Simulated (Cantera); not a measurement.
A perfectly stirred reactor is fed with C2H4 : H2 = 1 : 2.1 (molar parts), at 1400 Pa; it is held at 1225 K, and followed from long to short residence time.

Model: GRI-Mech 3.0 (53 species, 325 reactions), integrated in Cantera. GRI-Mech 3.0 was tuned for natural gas; its chemistry of ethylene as a main component is partial and can be far from experiment. GRI-Mech 3.0 stops at C3 and has no aromatics, soot or wall deposition, so with more carbon than oxygen in the feed, carbon stays in small species such as C2H2 where larger ones or solid carbon would form. Radical loss at walls, strong at low pressure, is not modelled.

x: mole fraction; the columns are a selection and need not sum to one.

```json
[
 {"τ (s)": "1.3", "x C2H4": "0.293", "x H2": "0.684", "x CH3": "8.70e-8", "x C2H6": "0.000181", "x H": "___"},
 {"τ (s)": "0.54", "x C2H4": "0.313", "x H2": "0.680", "x CH3": "3.75e-8", "x C2H6": "0.000112", "x H": "___"},
 {"τ (s)": "0.24", "x C2H4": "0.320", "x H2": "0.678", "x CH3": "7.65e-9", "x C2H6": "3.17e-5", "x H": "___"},
 {"τ (s)": "0.10", "x C2H4": "0.322", "x H2": "0.677", "x CH3": "9.64e-11", "x C2H6": "5.89e-7", "x H": "___"},
 {"τ (s)": "0.044", "x C2H4": "0.322", "x H2": "0.677", "x CH3": "1.25e-11", "x C2H6": "7.79e-8", "x H": "___"},
 {"τ (s)": "0.019", "x C2H4": "0.323", "x H2": "0.677", "x CH3": "2.25e-12", "x C2H6": "1.41e-8", "x H": "___"},
 {"τ (s)": "0.0082", "x C2H4": "0.323", "x H2": "0.677", "x CH3": "<1e-12", "x C2H6": "2.76e-9", "x H": "___"},
 {"τ (s)": "0.0036", "x C2H4": "0.323", "x H2": "0.677", "x CH3": "<1e-12", "x C2H6": "5.97e-10", "x H": "9.05e-10"}
]
```

Q: Complete the blanks.

A: 
- 1.3, x H: 3.69e-6
- 0.54, x H: 2.65e-6
- 0.24, x H: 1.10e-6
- 0.10, x H: 4.19e-8
- 0.044, x H: 1.21e-8
- 0.019, x H: 4.89e-9
- 0.0082, x H: 2.08e-9
